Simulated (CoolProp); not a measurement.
Computed with CoolProp (reference Helmholtz-energy equation of state, Setzmann 1991).

Question: Give the vapour pressure (kPa), liquid density (kg/m³), enthalpy of vaporisation (kJ/kg), vapour viscosity (µPa s) of saturated methane at -121.65, -117.05, -107.95 °C.

Answer: 
```tsv
T (°C)	p (kPa)	liquid density (kg/m³)	enthalpy of vaporisation (kJ/kg)	vapour viscosity (µPa s)
-121.65	1110	355	407	5.97
-117.05	1360	345	389	6.23
-107.95	1950	324	347	6.86
```

Viscosity comes from a separate model (Quiñones-Cisneros 2006).
